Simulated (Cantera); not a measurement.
A closed system holds: 1 mol Si, a varied amount of NF3, 0.4 mol N2, at 748.15 K and 1.30 Pa.

Cantera equilibrium calculation (NASA polynomials, part measured and part estimated; ideal gas, pure solids and liquids). Candidate condensed phases: Si, Si3N4; 16 gas species. Equilibrium is a limit: real reactors are often held back by kinetics, nucleation or transport.

**Question.** Which condensed phases are stable at each of these points (n(NF3) (mol)): 0.7, 0.85, 1, 1.3, 1.6, 1.9, 2.3, 2.9, 3.5, 4.3, 5.2, 6.4, 7.8?

**Answer.** 
```json
[
 {"n(NF3) (mol)": "0.7", "condensed phases": "Si3N4(s)", "Si condensed (%)": "47.5"},
 {"n(NF3) (mol)": "0.85", "condensed phases": "Si3N4(s)", "Si condensed (%)": "36.2"},
 {"n(NF3) (mol)": "1", "condensed phases": "Si3N4(s)", "Si condensed (%)": "25.0"},
 {"n(NF3) (mol)": "1.3", "condensed phases": "Si3N4(s)", "Si condensed (%)": "2.5"},
 {"n(NF3) (mol)": "1.6", "condensed phases": "gas only", "Si condensed (%)": "0.0"},
 {"n(NF3) (mol)": "1.9", "condensed phases": "gas only", "Si condensed (%)": "0.0"},
 {"n(NF3) (mol)": "2.3", "condensed phases": "gas only", "Si condensed (%)": "0.0"},
 {"n(NF3) (mol)": "2.9", "condensed phases": "gas only", "Si condensed (%)": "0.0"},
 {"n(NF3) (mol)": "3.5", "condensed phases": "gas only", "Si condensed (%)": "0.0"},
 {"n(NF3) (mol)": "4.3", "condensed phases": "gas only", "Si condensed (%)": "0.0"},
 {"n(NF3) (mol)": "5.2", "condensed phases": "gas only", "Si condensed (%)": "0.0"},
 {"n(NF3) (mol)": "6.4", "condensed phases": "gas only", "Si condensed (%)": "0.0"},
 {"n(NF3) (mol)": "7.8", "condensed phases": "gas only", "Si condensed (%)": "0.0"}
]
```

From 0.7 mol NF3 to 1.3 mol NF3 the condensed part is Si3N4(s). From 1.6 mol NF3 to 7.8 mol NF3 nothing is condensed.
